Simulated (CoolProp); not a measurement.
Nitrogen along the isobar 10700 kPa: density (kg/m³) from the reference equation and from simpler models built on Tc = 126.2 K, pc = 3396 kPa, ω = 0.037; each cubic takes its own stable root.

The numbers come from the reference Helmholtz-energy equation of state, Span 2000 in CoolProp.

| T (K) | phase | reference | Redlich-Kwong | Peng-Robinson |
|---|---|---|---|---|
| 105.3 | liquid | 712.0 | 708.5 | 796.1 |
| 122.3 | liquid | 625.3 | 607.7 | 678.8 |
| 139.2 | supercritical | 518.0 | 492.4 | 538.2 |
| 156.1 | supercritical | 392.8 | 376.7 | 397.8 |
| 173.1 | supercritical | 294.7 | 290.5 | 300.3 |
| 190 | supercritical | 237.1 | 237.3 | 242.8 |
| 206.9 | supercritical | 201.3 | 202.9 | 206.3 |
| 223.9 | supercritical | 176.6 | 178.6 | 180.8 |
| 240.8 | supercritical | 158.5 | 160.6 | 162.0 |
| 257.7 | supercritical | 144.3 | 146.5 | 147.3 |
| 274.7 | supercritical | 132.9 | 134.9 | 135.5 |
| 291.6 | supercritical | 123.4 | 125.4 | 125.7 |
| 308.5 | supercritical | 115.4 | 117.3 | 117.4 |
| 325.5 | supercritical | 108.5 | 110.3 | 110.2 |
| 342.4 | supercritical | 102.5 | 104.2 | 104.0 |
| 359.3 | supercritical | 97.17 | 98.79 | 98.56 |
